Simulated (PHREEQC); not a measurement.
Dissolve 0.0037 mol Cu(BF4)2, 0.03 mol HCl and 0.00069 mol H3BO3 per kg of water at 25 °C. Closed to the air; pH follows from the charge balance.

All values are PHREEQC results (ion-association model, phreeqc.dat), not measurements.

### Question
The ionic strength comes out as 0.0396 mol/kgw. What activity coefficients do Cu+2, HF2-, CuF+, H+, CuCl+ get?

### Answer
Cu+2 0.51, HF2- 0.83, CuF+ 0.83, H+ 0.86, CuCl+ 0.83.

Precipitation was switched off in this run. Real BF4- forms and hydrolyses slowly; the run takes it at equilibrium.
